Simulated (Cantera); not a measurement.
An adiabatic, constant-pressure homogeneous reactor starts with H2 : O2 : N2 = 1 : 1.06 : 4 (molar parts), equivalence ratio 0.47, at 1425 K and 1.00 bar. Integrator tolerance rtol = 1e-08.

Computed with Cantera and the H2/O2 subset of GRI-Mech 3.0, which has no nitrogen chemistry.

### Question
What does this change do: H2 1 to 0.45 parts?

### Answer
```csv
quantity,before,after
time of steepest temperature rise,18.5 µs,23.8 µs
temperature at 0.100 s,2471 K,1993 K
equilibrium temperature,2471 K,1993 K
x(H2) at 0.100 s,0.00281 (gas-phase equilibrium 0.00281),5.86e-5 (gas-phase equilibrium 5.86e-5)
x(O2) at 0.100 s,0.0962 (gas-phase equilibrium 0.0962),0.157 (gas-phase equilibrium 0.157)
x(H2O) at 0.100 s,0.168 (gas-phase equilibrium 0.168),0.0842 (gas-phase equilibrium 0.0842)
x(HO2) at 0.100 s,9.55e-6 (gas-phase equilibrium 9.55e-6),2.04e-6 (gas-phase equilibrium 2.04e-6)
x(H2O2) at 0.100 s,3.45e-7 (gas-phase equilibrium 3.45e-7),6.07e-8 (gas-phase equilibrium 6.07e-8)
x(H) at 0.100 s,0.00118 (gas-phase equilibrium 0.00118),1.20e-5 (gas-phase equilibrium 1.20e-5)
x(O) at 0.100 s,0.00391 (gas-phase equilibrium 0.00391),0.000254 (gas-phase equilibrium 0.000254)
```

### Question
What does this change do: initial temperature 1425 to 1773 K?

### Answer
```csv
quantity,before,after
time of steepest temperature rise,18.5 µs,7.07 µs
temperature at 0.100 s,2471 K,2670 K
equilibrium temperature,2471 K,2670 K
x(H2) at 0.100 s,0.00281 (gas-phase equilibrium 0.00281),0.00663 (gas-phase equilibrium 0.00663)
x(O2) at 0.100 s,0.0962 (gas-phase equilibrium 0.0962),0.0924 (gas-phase equilibrium 0.0924)
x(H2O) at 0.100 s,0.168 (gas-phase equilibrium 0.168),0.156 (gas-phase equilibrium 0.156)
x(HO2) at 0.100 s,9.55e-6 (gas-phase equilibrium 9.55e-6),1.46e-5 (gas-phase equilibrium 1.46e-5)
x(H2O2) at 0.100 s,3.45e-7 (gas-phase equilibrium 3.45e-7),4.70e-7 (gas-phase equilibrium 4.70e-7)
x(H) at 0.100 s,0.00118 (gas-phase equilibrium 0.00118),0.00415 (gas-phase equilibrium 0.00415)
x(O) at 0.100 s,0.00391 (gas-phase equilibrium 0.00391),0.00969 (gas-phase equilibrium 0.00969)
```
